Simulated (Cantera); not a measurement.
A Cantera script and what it prints.

```python
import numpy as np
import cantera as ct

gas_names = [...]  # 136 gases of nasa_gas.yaml made of C, H, N, O
cond_names = """
    C(gr) C6H6(L) C7H8(L) C8H18(L),n-octa H2O(s) H2O(L)
""".split()


# ... load() reads the species with a 1 bar reference pressure and builds the phases ...
atoms = {
    'C2H4': {'C': 2, 'H': 4},
    'H2O': {'H': 2, 'O': 1},
    'H2': {'H': 2},
    'NH3': {'N': 1, 'H': 3},
}
top_T = {'C(gr)': 4500}  # K; cautious upper limits of use, not melting points


# ... equilibrate(T, P, feed) seeds the gas with the atoms and calls Mixture.equilibrate('TP', solver="vcs", rtol=1e-11, max_steps=5000) ...
results = []
feed = {'C2H4': 1, 'H2O': 2, 'H2': 2, 'NH3': 0.003}  # mol
P = 5300000  # Pa
for T in [773, 923, 1073, 1223, 1373, 1523, 1673, 1823, 1973, 2123, 2273, 2423, 2573]:
    mix = equilibrate(T, P, feed)
    results.append((T, P, feed, dict(zip(mix.species_names, mix.species_moles))))

top = {s: max(r[3][s] / sum(r[3][g] for g in gas_names) for r in results) for s in gas_names}
cols = sorted((s for s in top if top[s] > 1e-06), key=lambda s: -top[s])[:8]
seen = [c for c in cond_names if any(r[3].get(c, 0) > 1e-12 for r in results)]
print("log10 of partial pressures in bar; condensed amounts in mol")
print(f"{'T/K':>10s}" + "".join(f"{s[:9]:>10s}" for s in cols + seen))
for T, P, feed, n in results:
    ng = sum(n[g] for g in gas_names)
    print(f"{T:10.4g}" + "".join(f"{np.log10(max(n[s] / ng * P / 1e5, 1e-99)):10.3f}" for s in cols)
          + "".join(f"{n.get(c, 0):10.4g}" for c in seen))
```

It prints:

```
log10 of partial pressures in bar; condensed amounts in mol
       T/K        H2       CH4       H2O        CO       CO2         H        N2 C2H2,acet
       773     0.685     1.381     1.360    -1.319     0.065   -11.700    -1.789   -12.349
       923     1.055     1.311     1.259    -0.152     0.362    -9.084    -1.818    -9.202
      1073     1.306     1.163     1.087     0.556     0.371    -7.200    -1.872    -7.060
      1223     1.464     0.899     0.824     0.904     0.100    -5.790    -1.942    -5.648
      1373     1.543     0.551     0.490     1.041    -0.326    -4.706    -1.991    -4.692
      1523     1.575     0.195     0.145     1.089    -0.769    -3.849    -2.014    -3.987
      1673     1.588    -0.128    -0.167     1.107    -1.167    -3.150    -2.029    -3.432
      1823     1.593    -0.409    -0.438     1.114    -1.509    -2.567    -2.046    -2.979
      1973     1.596    -0.654    -0.666     1.117    -1.796    -2.072    -2.070    -2.607
      2123     1.597    -0.875    -0.852     1.119    -2.031    -1.647    -2.103    -2.310
      2273     1.597    -1.083    -0.995     1.120    -2.215    -1.277    -2.140    -2.090
      2423     1.597    -1.288    -1.097     1.120    -2.352    -0.953    -2.177    -1.943
      2573     1.596    -1.488    -1.167     1.119    -2.450    -0.666    -2.210    -1.855
```

These are equilibrium values from Cantera (NASA tables, ideal gas, pure condensed phases), not measurements of a reactor. The ideal-gas law is rough above about 30 bar.
